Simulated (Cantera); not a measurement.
Cantera run:

```python
import numpy as np
import cantera as ct

gas_names = """
    C CH CH2 CH3 CH2OH CH3O CH4 CH3OH CN CO CO2 COOH C2 C2H CHCO,ketyl C2H2,acetylene C2H2,vinylidene
    CH2CO,ketene C2H3,vinyl CH3CN CH3CO,acetyl C2H4 C2H4O,ethylen CH3CHO,ethanal CH3COOH (HCOOH)2 C2H5
    C2H6 CH3OCH3 C2H5OH CCN CNC C2N2 C2O C3 C3H3,propargyl C3H4,allene C3H4,propyne C3H4,cyclo-
    C3H5,allyl C3H6,propylene C3H6,cyclo- C3H6O C3H7,n-propyl C3H7,i-propyl C3H8 C3H8O,1propanol
    C3H8O,2propanol C3O2 C4 C4H2 C4H4,1,3-cyclo- C4H6,butadiene C4H6,2-butyne C4H6,cyclo- C4H8,1-butene
    C4H8,cis2-buten C4H8,tr2-butene C4H8,isobutene C4H8,cyclo- (CH3COOH)2 C4H9,n-butyl C4H9,i-butyl
    C4H9,s-butyl C4H9,t-butyl C4H10,isobutane C4H10,n-butane C4N2 C5 C5H6,1,3cyclo- C5H8,cyclo-
    C5H10,1-pentene C5H10,cyclo- C5H11,pentyl C5H11,t-pentyl C5H12,n-pentane C5H12,i-pentane
    CH3C(CH3)2CH3 C6H2 C6H5,phenyl C6H5O,phenoxy C6H6 C6H5OH,phenol C6H10,cyclo- C6H12,1-hexene
    C6H12,cyclo- C6H13,n-hexyl C7H7,benzyl C7H8 C7H8O,cresol C7H14,1-heptene C7H15,n-heptyl
    C7H16,n-heptane C8H8,styrene C8H10,ethylbenz C8H16,1-octene C8H17,n-octyl C8H18,isooctane
    C8H18,n-octane C9H19,n-nonyl C10H8,naphthale C10H21,n-decyl C12H9,o-bipheny C12H10,bipheny H HCN HCO
    HCCN HNC HNCO HNO HNO2 HNO3 HO2 H2 HCHO,formaldehy HCOOH H2O H2O2 N NCO NH NH2 NH3 NH2OH NO NO2 NO3
    N2 N2H2 N2H4 N2O O OH O2 O3 Si SiC SiC2 SiC4H12 SiH SiH2 SiH3 SiH4 SiN SiO SiO2 Si2 Si2C Si2N Si3
""".split()
cond_names = """
    C(gr) C6H6(L) C7H8(L) C8H18(L),n-octa H2O(s) H2O(L) Si(cr) Si(L) SiC(b) SiO2(Lqz) SiO2(hqz) SiO2(L)
    Si2N2O(s) Si3N4(a)
""".split()


def load(file, names, dense=False):
    # The tables refer to 1 bar. Condensed volumes are neglected.
    table = {s.name: s for s in ct.Species.list_from_file(file)}
    out = []
    for n in names:
        d = dict(table[n].input_data)
        d["thermo"] = dict(d["thermo"], **{"reference-pressure": 1e5})
        if dense:
            d["equation-of-state"] = {"model": "constant-volume", "density": "1e6 g/cm^3"}
        out.append(ct.Species.from_dict(d))
    return out


gas = ct.Solution(thermo="ideal-gas", species=load("nasa_gas.yaml", gas_names))
cond = {s.name: ct.Solution(thermo="fixed-stoichiometry", species=[s], name=s.name)
        for s in load("nasa_condensed.yaml", cond_names, dense=True)}
atoms = {
    'HMDSO': {'Si': 2, 'C': 6, 'H': 18, 'O': 1},
    'N2O': {'N': 2, 'O': 1},
    'H2': {'H': 2},
}
top_T = {'C(gr)': 4500, 'SiC(b)': 3050, 'Si2N2O(s)': 2100, 'Si3N4(a)': 2400}  # K; cautious upper limits of use, not melting points


def equilibrate(T, P, feed):
    n = {}
    for name, mol in feed.items():
        for a, k in atoms[name].items():
            n[a] = n.get(a, 0.0) + k * mol
    gas.TPX = T, P, n
    mass = sum(n.values()) * gas.mean_molecular_weight
    gas.equilibrate("TP")
    valid = [c for c in cond.values() if c.min_temp <= T <= top_T.get(c.name, c.max_temp)]
    mix = ct.Mixture([(gas, mass / gas.mean_molecular_weight)] + [(c, 0.0) for c in valid])
    mix.T, mix.P = T, P
    mix.equilibrate("TP", solver="vcs", rtol=1e-11, max_steps=5000)
    return mix


results = []
feed = {'HMDSO': 1, 'N2O': 12, 'H2': 0.22}  # mol
T = 1573.15  # K
P = 1333.22  # Pa
mix = equilibrate(T, P, feed)
results.append((T, P, feed, dict(zip(mix.species_names, mix.species_moles))))
x = sorted(zip(gas.X, gas.species_names), reverse=True)
print(f"T = {T:g} K  P = {P:g} Pa  gas = {mix.phase_moles(0):.4g} mol")
print("   x: " + "  ".join(f"{s} {v:.3e}" for v, s in x if v > 1e-06))
print("   condensed (mol): " + ("  ".join(f"{mix.phase(i).name} {mix.phase_moles(i):.4g}"
      for i in range(1, mix.n_phases) if mix.phase_moles(i) > 1e-12) or "none"))
```

Output:

```
T = 1573.15 K  P = 1333.22 Pa  gas = 27.22 mol
   x: N2 4.408e-01  H2 2.518e-01  CO 1.970e-01  H2O 8.675e-02  CO2 2.345e-02  H 1.770e-04  SiO 2.797e-06  OH 2.203e-06
   condensed (mol): SiO2(hqz) 2
```

Method: chemical equilibrium by Gibbs-energy minimisation in Cantera with the NASA 1993 tables (ideal gas, pure condensed phases). The feed counts by its element totals alone. The tables hold silica as quartz up to 1696 K and as liquid above; real silica turns to tridymite and cristobalite and melts near 1996 K.
